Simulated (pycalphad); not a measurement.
Source of the numbers: pycalphad with the COST 507 light-alloy database (1999); pressure 1 atm. These are 1990s assessments: newer ones move some temperatures and phases. Phase fractions are per mole of atoms. Diffusion is slow at the low end, where real alloys seldom reach equilibrium.

Question: Give the equilibrium state of Al-1.308Mg-0.06254Si (wt.%) at 127 °C.

Answer: 
```
T = 400.00 K, P = 101325 Pa, N = 1 mol of atoms
G = -11903 J/mol, H = 2639 J/mol, S = 36.35 J/(mol K)  (SER reference)
chemical potentials (J/mol): Al -11752, Mg -20297, Si -56110
phase             fraction      x(Al)      x(Mg)      x(Si)
FCC_A1              0.9982     0.9867     0.0133   3.87e-12
MG2SI               0.0018       none     0.6667     0.3333
```

Database names, with the compositions (at.%) that they take in these runs: MG2SI: Mg 67 Si 33. FCC_A1 is fcc. An entry "none" or "no" means that the model of the phase leaves that element out.
